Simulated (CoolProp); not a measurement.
CH3F (R41) along the isotherm 425 K: fugacity coefficient from the reference equation and from simpler models built on Tc = 317.3 K, pc = 59.06 bar, ω = 0.200; each cubic takes its own stable root.

Computed with CoolProp (reference Helmholtz-energy equation of state, Lemmon 2006). It is a short technical equation, of lower accuracy than the large ones.

```csv
p (bar),phase,reference
9.23,gas,0.9772
18.5,gas,0.9549
27.7,gas,0.9333
36.9,gas,0.9123
46.1,gas,0.8919
55.4,gas,0.8718
64.6,supercritical,0.8525
73.8,supercritical,0.8337
83.1,supercritical,0.8153
92.3,supercritical,0.7977
102,supercritical,0.7797
111,supercritical,0.7636
120,supercritical,0.7480
129,supercritical,0.7330
138,supercritical,0.7186
148,supercritical,0.7032
```

### Question
How far does each simpler model (Redlich-Kwong, Soave-Redlich-Kwong, Peng-Robinson) lie from the reference over these 16 states: mean and median of the absolute difference, and the worst?

### Answer
- Redlich-Kwong: mean 0.5 %, median 0.5 %, worst +0.9 % at 425 K and 148 bar
- Soave-Redlich-Kwong: mean 4.2 %, median 4.1 %, worst +8.3 % at 425 K and 148 bar
- Peng-Robinson: mean 0.9 %, median 0.7 %, worst +2.5 % at 425 K and 148 bar
